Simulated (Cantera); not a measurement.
A closed system holds: 1 mol SiO2, 3.8 mol HBr, 0.088 mol O2, at 0.00130 bar.

Method: chemical equilibrium by Gibbs-energy minimisation in Cantera with the NASA 1993 tables (ideal gas, pure condensed phases). Candidate condensed phases: Br2, H2O, Si, SiO2; 28 gas species. The tables hold silica as quartz up to 1696 K and as liquid above; real silica turns to tridymite and cristobalite and melts near 1996 K. Equilibrium is a limit: real reactors are often held back by kinetics, nucleation or transport.

x: gas mole fraction; n: condensed amount in mol.

```
T (K)  x HBr    x Br      x H2   x H2O     x Br2  x H  n SiO2(β-quartz)  n SiO2(condensed)
-----  -----  ------  --------  ------  --------  ---  ----------------  -----------------
1123   0.878  0.0648  0.000115  0.0448    0.0125  [?]              1.00                  0
1223   0.868  0.0834  0.000990  0.0444   0.00369  [?]              1.00                  0
1323   0.849  0.0988   0.00658  0.0440   0.00119  [?]              1.00                  0
1423   0.801   0.132    0.0233  0.0433  0.000600  [?]              1.00                  0
1523   0.719   0.187    0.0518  0.0420  0.000399  [?]             1.000                  0
1623   0.612   0.258    0.0885  0.0404  0.000288  [?]             1.000                  0
1723   0.493   0.336     0.128  0.0395  0.000207  [?]                 0              0.995
```

Some entries are withheld; supply them.


- 1123, x H: 1.27e-8
- 1223, x H: 2.62e-7
- 1323, x H: 3.57e-6
- 1423, x H: 2.81e-5
- 1523, x H: 0.000146
- 1623, x H: 0.000570
- 1723, x H: 0.00181
